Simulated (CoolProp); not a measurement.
Carbon dioxide at 728.73 K and 0.102 MPa flows at 0.057 m/s in a round tube of 25 mm bore and 1.5 µm roughness, fully developed (64/Re and Nu = 3.66 if laminar; Colebrook and Gnielinski if turbulent). Each further row changes one setting.

Computed with CoolProp (reference Helmholtz-energy equation of state, Span 1996).

```json
[
 {"case": "as stated", "Reynolds number": "32.4", "Darcy friction factor": "1.97", "pressure drop (Pa/m)": "0.0950", "heat-transfer coefficient (W/(m² K))": "7.47", "mass flow (kg/h)": "0.0746"},
 {"case": "velocity 0.114 m/s", "Reynolds number": "64.9", "Darcy friction factor": "0.986", "pressure drop (Pa/m)": "0.190", "heat-transfer coefficient (W/(m² K))": "7.47", "mass flow (kg/h)": "0.149"},
 {"case": "diameter 50 mm", "Reynolds number": "64.9", "Darcy friction factor": "0.986", "pressure drop (Pa/m)": "0.0237", "heat-transfer coefficient (W/(m² K))": "3.74", "mass flow (kg/h)": "0.299"}
]
```

Viscosity comes from a separate model (Laesecke 2017). Thermal conductivity comes from a separate model (Huber 2016).
